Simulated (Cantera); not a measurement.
Charge: 1 mol C₂H₄, 0.35 mol H₂, 8.8 mol N₂, held at 13.3 mbar.

Equilibrium computed with Cantera from the NASA thermochemical tables; the gas is ideal and each condensed phase is pure. Candidate condensed phases: C, C₆H₆, C₇H₈, C₈H₁₈; 92 gas species. The numbers say what is thermodynamically allowed, not how fast it happens.

Q: What share of the C ends up in condensed phases as a function of T (K), at 1625, 1725, 1825, 1925, 2025, 2125, 2225, 2325, 2425?

A: 
```tsv
T (K)	C condensed (%)	as
1625	99.4	C(graphite)
1725	99.0	C(graphite)
1825	98.3	C(graphite)
1925	97.3	C(graphite)
2025	96.0	C(graphite)
2125	94.1	C(graphite)
2225	91.7	C(graphite)
2325	88.8	C(graphite)
2425	85.3	C(graphite)
```
